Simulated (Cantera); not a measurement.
Charge: 1 mol MgO, 4.3 mol Cl2, at 1150 K and 1.33 mbar.

These are equilibrium values from Cantera (NASA tables, ideal gas, pure condensed phases), not measurements of a reactor. Equilibrium is a limit: real reactors are often held back by kinetics, nucleation or transport.

```csv
species,before,after
Cl,0.0655,0.794
MgCl2,0.116,0.126
O2,0.0579,0.0625
Cl2,0.761,0.0176
O,5.48e-8,0.000398
ClO,2.50e-5,0.000139
"MgO(s), mol",0.452,0
```
Gas species are given as mole fractions.

Task: Name the change that produced these shifts.
A) pressure from 1.33 mbar to 12.0 mbar
B) temperature from 1150 K to 1725 K
C) pressure from 1.33 mbar to 31.0 mbar
D) temperature from 1150 K to 848 K

Result: B, temperature from 1150 K to 1725 K
